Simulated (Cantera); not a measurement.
Input: 1 mol CuO, 9.6 mol CO, held at 0.430 bar.

Cantera equilibrium calculation (NASA polynomials, part measured and part estimated; ideal gas, pure solids and liquids). Candidate condensed phases: C, Cu, CuO, Cu2O; 15 gas species. Kinetics and transport are ignored.

What share of the Cu ends up in condensed phases as a function of T (K), at 1200, 1300, 1400, 1500, 1600, 1700, 1800, 1900, 2000, 2100, 2200, 2300, 2400?


```csv
T (K),Cu condensed (%),as
1200,100.0,Cu(s)
1300,100.0,Cu(s)
1400,100.0,Cu(l)
1500,100.0,Cu(l)
1600,99.9,Cu(l)
1700,99.6,Cu(l)
1800,98.8,Cu(l)
1900,96.4,Cu(l)
2000,90.2,Cu(l)
2100,75.9,Cu(l)
2200,44.4,Cu(l)
2300,0.0,-
2400,0.0,-
```
